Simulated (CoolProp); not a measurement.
A simple Rankine cycle with n-butane: condensing at 326.15 K, boiler at 1.91 MPa, turbine inlet 387.1 K, turbine efficiency 0.75, pump efficiency 0.8, no recuperator. Each further row changes one setting.

Model: reference Helmholtz-energy equation of state, Bücker 2006, in CoolProp.

```
case                             thermal efficiency (%)  net work (kJ/kg)  heat in (kJ/kg)  turbine exit temperature (K)  volume ratio over the turbine
-------------------------------  ----------------------  ----------------  ---------------  ----------------------------  -----------------------------
as stated                                           9.0              36.4              406                         345.7                           4.16
turbine inlet 407.1 K                               8.9              41.1              460                         369.5                           3.92
condensing temperature 318.15 K                    10.1              43.0              427                         340.5                           5.15
boiler pressure 1.34 MPa                            6.9              29.6              431                         361.1                           2.64
turbine efficiency 0.65                             7.7              31.1              406                         348.2                           4.20
```
